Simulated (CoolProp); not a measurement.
Vapour-liquid equilibrium of R13 (1) + propylene (2) at -91.85 °C; x and y are mole fractions of (1).

Computed with CoolProp (multi-fluid Helmholtz-energy mixture model, Platzer 1990 and Lemmon 2013; pair parameters Bell 2016). This equation is an older, rougher fit; its heat capacities, sound speeds and derivatives of the liquid may be far off and weren't checked against measurements.

| x | bubble pressure, mixture model (kPa) | bubble pressure, Raoult's law (kPa) | y, mixture model | y, Raoult's law |
|---|---|---|---|---|
| 0.05 | 14.00 | 10.06 | 0.478 | 0.278 |
| 0.2 | 27.56 | 17.30 | 0.767 | 0.646 |
| 0.35 | 35.77 | 24.54 | 0.841 | 0.798 |
| 0.5 | 41.22 | 31.78 | 0.879 | 0.880 |
| 0.65 | 45.51 | 39.02 | 0.908 | 0.931 |
| 0.8 | 49.66 | 46.26 | 0.939 | 0.967 |
| 0.95 | 54.25 | 53.50 | 0.981 | 0.993 |

The largest gap from Raoult's law is +59.3 % in bubble pressure, at x = 0.2. No azeotrope shows between x = 0.05 and 0.95.

The pair parameters rest on a limited set of measurements; away from them the model extrapolates. With so large a gap from Raoult's law the liquid may split in two, which this calculation doesn't test in full.
